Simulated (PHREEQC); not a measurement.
4 g of hydrous ferric oxide (600 m²/g; 0.2 weak and 0.005 strong sites per Fe, Dzombak-Morel constants, diffuse double layer) in 1 kg of water with 0.1 mol/kgw of an inert sodium salt and 0.00017 mol/kgw SrCl2 and 9.1e-05 mol/kgw NaF, at 25 °C; the pH is set by adding NaOH or the inert anion's acid. O2 is buffered at 0.21 atm. The system is closed to CO2. Precipitation was switched off in this run.

The series has 17 steps of pH, from 4 to 12.

Computed with PHREEQC (ion-association model, wateq4f.dat).

Q: Near which pH is half of the Sr sorbed, and on which side is more sorbed?

A: Near pH 7.7, with more sorbed at higher pH.

Q: Near which pH is half of the F sorbed, and on which side is more sorbed?

A: Near pH 7.3, with more sorbed at lower pH.
